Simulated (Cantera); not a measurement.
A perfectly stirred reactor is fed with CH4 : O2 : N2 = 0.0051 : 0.034 : 1 (molar parts), at 500000 Pa; it is held at 1175 K, and followed from long to short residence time.

Model: GRI-Mech 3.0 (53 species, 325 reactions), integrated in Cantera.

What does this change do: CH4 0.0051 to 0.043 parts?


| quantity | before | after |
|---|---|---|
| x(CH4) at τ = 20.0 s | 6.88e-6 | 0.0178 |
| x(O2) at τ = 20.0 s | 0.0229 | 0.00103 |
| x(HCO) at τ = 20.0 s | 9.99e-12 | 9.88e-11 |
| x(C2H) at τ = 20.0 s | <1e-12 | <1e-12 |
| x(CH3) at τ = 20.0 s | 1.03e-7 | 1.16e-6 |
| x(CH4) at τ = 0.140 s | 0.000179 | 0.0236 |
| x(O2) at τ = 0.140 s | 0.0238 | 0.0137 |
| x(HCO) at τ = 0.140 s | 1.42e-9 | 5.29e-9 |
| x(C2H) at τ = 0.140 s | <1e-12 | <1e-12 |
| x(CH3) at τ = 0.140 s | 1.66e-6 | 7.93e-6 |
The temperature is held fixed by assumption; the heat of reaction is taken as removed at once.

What does this change do: pressure from 500000 Pa to 1700000 Pa?


```csv
quantity,before,after
x(CH4) at τ = 20.0 s,6.88e-6,8.91e-6
x(O2) at τ = 20.0 s,0.0229,0.0229
x(HCO) at τ = 20.0 s,9.99e-12,3.43e-12
x(C2H) at τ = 20.0 s,<1e-12,<1e-12
x(CH3) at τ = 20.0 s,1.03e-7,4.39e-8
x(CH4) at τ = 0.140 s,0.000179,0.000251
x(O2) at τ = 0.140 s,0.0238,0.0240
x(HCO) at τ = 0.140 s,1.42e-9,4.54e-10
x(C2H) at τ = 0.140 s,<1e-12,<1e-12
x(CH3) at τ = 0.140 s,1.66e-6,7.87e-7
```
The pressure lies above the range GRI-Mech 3.0 was tuned for (to about 10 atm).
